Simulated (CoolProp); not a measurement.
p-xylene at 446.47 K and 2.44 MPa flows at 0.18 m/s in a round tube of 100 mm bore and 45 µm roughness, fully developed (64/Re and Nu = 3.66 if laminar; Colebrook and Gnielinski if turbulent). Each further row changes one setting.

Computed with CoolProp (reference Helmholtz-energy equation of state, Zhou 2012).

| case | Reynolds number | Darcy friction factor | pressure drop (Pa/m) | heat-transfer coefficient (W/(m² K)) | mass flow (kg/h) |
|---|---|---|---|---|---|
| as stated | 73100 | 0.0211 | 2.46 | 369 | 3670 |
| velocity 0.36 m/s | 146000 | 0.0192 | 8.97 | 692 | 7350 |
| diameter 200 mm | 146000 | 0.0180 | 1.05 | 330 | 14700 |

Viscosity comes from a separate model (Balogun 2015). Thermal conductivity comes from a separate model (Mylona 2014).
